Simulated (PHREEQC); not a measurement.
**Copper plating or etch bath (model solution)**

A solution holds 0.0009 mol CuSO4, 0.00055 mol H2SO4 and 0.29 mol KCl per kg of water, at 55 °C. Closed to the air; pH follows from the charge balance.

The numbers come from PHREEQC with the ion-association model, phreeqc.dat.

This is a speciation only: nothing precipitates in the calculation.

### Question
Estimate the pH.

### Answer
pH 3.09.

### Question
In which forms is S present?

### Answer
SO4-2 56 %, KSO4- 41 %, HSO4- 3.0 % of the S.

Species that the database lacks are ignored. Away from 25 °C the constants follow the database's enthalpies or fits; those with neither stay at their 25 °C values.
